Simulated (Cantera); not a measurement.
An adiabatic, constant-volume homogeneous reactor starts with CH4 : CO : O2 : N2 = 1 : 0.055 : 2.03 : 22.3 (molar parts), at 1300 K and 2.00 bar. Integrator tolerance rtol = 1e-08.

Detailed kinetics in Cantera: GRI-Mech 3.0 (53 species, 325 reactions).

What does this change do: initial temperature 1300 to 1148 K?


| quantity | before | after |
|---|---|---|
| time of steepest temperature rise | 19.6 ms | 0.154 s |
| temperature at 4.00 s | 2319 K | 2211 K |
| equilibrium temperature | 2319 K | 2211 K |
| x(CH4) at 4.00 s | <1e-12 (gas-phase equilibrium <1e-12) | <1e-12 (gas-phase equilibrium <1e-12) |
| x(CO) at 4.00 s | 0.00521 (gas-phase equilibrium 0.00521) | 0.00327 (gas-phase equilibrium 0.00327) |
| x(O2) at 4.00 s | 0.00234 (gas-phase equilibrium 0.00234) | 0.00152 (gas-phase equilibrium 0.00152) |
| x(C2H4) at 4.00 s | <1e-12 (gas-phase equilibrium <1e-12) | <1e-12 (gas-phase equilibrium <1e-12) |
| x(CO2) at 4.00 s | 0.0362 (gas-phase equilibrium 0.0362) | 0.0382 (gas-phase equilibrium 0.0382) |
| x(H2O2) at 4.00 s | 3.21e-8 (gas-phase equilibrium 3.21e-8) | 2.07e-8 (gas-phase equilibrium 2.07e-8) |

What does this change do: pressure from 2.00 bar to 22.0 bar?


```csv
quantity,before,after
time of steepest temperature rise,19.6 ms,1.85 ms
temperature at 4.00 s,2319 K,2354 K
equilibrium temperature,2319 K,2354 K
x(CH4) at 4.00 s,<1e-12 (gas-phase equilibrium <1e-12),<1e-12 (gas-phase equilibrium <1e-12)
x(CO) at 4.00 s,0.00521 (gas-phase equilibrium 0.00521),0.00293 (gas-phase equilibrium 0.00293)
x(O2) at 4.00 s,0.00234 (gas-phase equilibrium 0.00234),0.00116 (gas-phase equilibrium 0.00116)
x(C2H4) at 4.00 s,<1e-12 (gas-phase equilibrium <1e-12),<1e-12 (gas-phase equilibrium <1e-12)
x(CO2) at 4.00 s,0.0362 (gas-phase equilibrium 0.0362),0.0386 (gas-phase equilibrium 0.0386)
x(H2O2) at 4.00 s,3.21e-8 (gas-phase equilibrium 3.21e-8),8.41e-8 (gas-phase equilibrium 8.41e-8)
```
The pressure lies above the range GRI-Mech 3.0 was tuned for (to about 10 atm).

What does this change do: O2 2.03 to 4.3 parts?


| quantity | before | after |
|---|---|---|
| time of steepest temperature rise | 19.6 ms | 5.94 ms |
| temperature at 4.00 s | 2319 K | 2257 K |
| equilibrium temperature | 2319 K | 2257 K |
| x(CH4) at 4.00 s | <1e-12 (gas-phase equilibrium <1e-12) | <1e-12 (gas-phase equilibrium <1e-12) |
| x(CO) at 4.00 s | 0.00521 (gas-phase equilibrium 0.00521) | 0.000642 (gas-phase equilibrium 0.000642) |
| x(O2) at 4.00 s | 0.00234 (gas-phase equilibrium 0.00234) | 0.0771 (gas-phase equilibrium 0.0771) |
| x(C2H4) at 4.00 s | <1e-12 (gas-phase equilibrium <1e-12) | <1e-12 (gas-phase equilibrium <1e-12) |
| x(CO2) at 4.00 s | 0.0362 (gas-phase equilibrium 0.0362) | 0.0375 (gas-phase equilibrium 0.0375) |
| x(H2O2) at 4.00 s | 3.21e-8 (gas-phase equilibrium 3.21e-8) | 1.45e-7 (gas-phase equilibrium 1.45e-7) |
